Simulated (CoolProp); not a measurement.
Vapour pressure (bar) of vinyl chloride: the reference equation beside estimates from Tc = 425.0 K, pc = 56.00 bar, ω = 0.160.

Model: reference Helmholtz-energy equation of state, Thol 2022, in CoolProp.

```
T (K)  reference  van der Waals  Redlich-Kwong  Soave-Redlich-Kwong
-----  ---------  -------------  -------------  -------------------
329.8      9.210          18.62              ?                    ?
333.2      9.984          19.54          11.91                10.11
336.6      10.81          20.49          12.82                    ?
339.9      11.65          21.44          13.74                11.82
343.3      12.57              ?          14.75                12.76
346.6      13.51              ?          15.77                    ?
350        14.53          24.52          16.87                14.78
353.4      15.61          25.61          18.02                    ?
356.7      16.72          26.70          19.19                17.03
360.1          ?          27.86          20.44                18.26
363.4      19.13          29.01          21.71                19.51
366.8      20.45          30.22          23.08                20.87
```

Task: Complete the blanks.

Result: 
- 329.8, Redlich-Kwong: 11.05
- 329.8, Soave-Redlich-Kwong: 9.313
- 336.6, Soave-Redlich-Kwong: 10.95
- 343.3, van der Waals: 22.45
- 346.6, van der Waals: 23.45
- 346.6, Soave-Redlich-Kwong: 13.73
- 353.4, Soave-Redlich-Kwong: 15.89
- 360.1, reference: 17.91

Absolute difference from the reference over all 12 rows, mean and median: van der Waals 72.6 and 71.2 %, Redlich-Kwong 16.4 and 16.4 %, Soave-Redlich-Kwong 1.6 and 1.7 %.
